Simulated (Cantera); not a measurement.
# Thermodynamics of chlorosilane synthesis and conversion, feed Si + Cl2 + H2

Feed: 1 mol Si, 0.93 mol Cl2, a varied amount of H2, at 450 °C and 14300 Torr.

Equilibrium computed with Cantera from the NASA thermochemical tables; the gas is ideal and each condensed phase is pure. Candidate condensed phases: Si; 19 gas species. The tables' values for SiCl3 are old estimates; treat these amounts as uncertain. Rates play no part.

From 0.4 mol H2 to 15 mol H2 the condensed part is Si(s). The main Si-bearing gas is SiCl4 at 0.4 mol H2 and SiHCl3 at 15 mol H2. The share of Si in condensed phases is highest at 0.4 mol H2 (48.4 %) and lowest at 15 mol H2 (41.1 %).

| n(H2) (mol) | x H2 | x SiCl4 | x SiHCl3 | x SiH2Cl2 | x HCl | n Si(s) |
|---|---|---|---|---|---|---|
| 0.4 | 0.366 | 0.393 | 0.231 | 0.00937 | 0.000187 | 0.484 |
| 0.73 | 0.533 | 0.255 | 0.201 | 0.0110 | 0.000203 | 0.472 |
| 1.3 | 0.680 | 0.153 | 0.155 | 0.0109 | 0.000202 | 0.460 |
| 2.5 | 0.808 | 0.0795 | 0.103 | 0.00928 | 0.000186 | 0.447 |
| 4.5 | 0.884 | 0.0418 | 0.0667 | 0.00737 | 0.000166 | 0.436 |
| 8.3 | 0.933 | 0.0207 | 0.0404 | 0.00547 | 0.000143 | 0.423 |
| 15 | 0.961 | 0.0102 | 0.0241 | 0.00396 | 0.000122 | 0.411 |
x: gas mole fraction; n: condensed amount in mol.
